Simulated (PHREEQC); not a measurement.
Solution (25 °C): 0.017 mol/kgw HF, 0.008 mol/kgw KF and 0.0049 mol/kgw (NH4)2SiF6. Closed to the air; pH follows from the charge balance.

The numbers come from PHREEQC with the ion-association model, wateq4f.dat.

Question: The ionic strength comes out as 0.0241 mol/kgw. What activity coefficients do HF2-, NH4+, F-, K+, SiF6-2 get?

Answer: HF2- 0.86, NH4+ 0.86, F- 0.86, K+ 0.86, SiF6-2 0.56.

No solid was allowed to form. Complexes and solids missing from the database can't appear. SiF6-2 is the database's only silicon fluoride.
